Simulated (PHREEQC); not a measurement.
Solution (80 °C): 0.25 mol H2SO4 and 0.062 mol FeSO4 per kg of water. Closed to the air; pH follows from the charge balance.

Computed with PHREEQC (ion-association model, phreeqc.dat).

This is a speciation only: nothing precipitates in the calculation.

Q: Order these S species by the share of S that they hold, largest first: SO4-2, FeHSO4+, HSO4-, FeSO4.

A: HSO4- (85 %), FeHSO4+ (7.6 %), SO4-2 (4.6 %), FeSO4 (2.7 %)

Q: Order these Fe species by the share of Fe that they hold, largest first: FeHSO4+, Fe+2, FeSO4.

A: Fe+2 (48 %), FeHSO4+ (38 %), FeSO4 (13 %)

The pH is 0.80 and the ionic strength 0.339 mol/kgw. Away from 25 °C the constants follow the database's enthalpies or fits; those with neither stay at their 25 °C values.
